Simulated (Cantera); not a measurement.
**Ignition delay**

Mixture: CH₄ : O₂ : N₂ = 1 : 2 : 7.52 (molar parts), at 18.8 atm, adiabatic and at constant pressure. Ignition delay is the time to a rise of 400 K.

Computed with Cantera and GRI-Mech 3.0 (53 species, 325 reactions). The pressure lies above the range GRI-Mech 3.0 was tuned for (to about 10 atm).

```json
[
 {"T0 (K)": "1223", "delay (ms)": "1.76"},
 {"T0 (K)": "1323", "delay (ms)": "0.584"},
 {"T0 (K)": "1423", "delay (ms)": "0.215"},
 {"T0 (K)": "1523", "delay (ms)": "0.0856"},
 {"T0 (K)": "1623", "delay (ms)": "0.0365"},
 {"T0 (K)": "1723", "delay (ms)": "0.0167"},
 {"T0 (K)": "1823", "delay (ms)": "0.00824"},
 {"T0 (K)": "1923", "delay (ms)": "0.00439"},
 {"T0 (K)": "2023", "delay (ms)": "0.00252"},
 {"T0 (K)": "2123", "delay (ms)": "0.00154"}
]
```

- apparent activation energy between 1923 and 2123 K = 180 kJ/mol
